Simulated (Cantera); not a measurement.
An isothermal, constant-pressure homogeneous reactor starts with NO : N₂ = 1 : 0.53 (molar parts), at 1698 K and 0.128 atm.

Detailed kinetics in Cantera: GRI-Mech 3.0 (53 species, 325 reactions).

One state of this run: x NO = 0.512; x N₂O = 9.17e-5; x O = 3.45e-5; x N₂ = 0.417; x NO₂ = 0.000336. x: mole fraction; the columns are a selection and need not sum to one.

Q: Which value of t (s) does it belong to?
A. 0.0505
B. 0.00279
C. 16.6
D. 300

A: C, 16.6
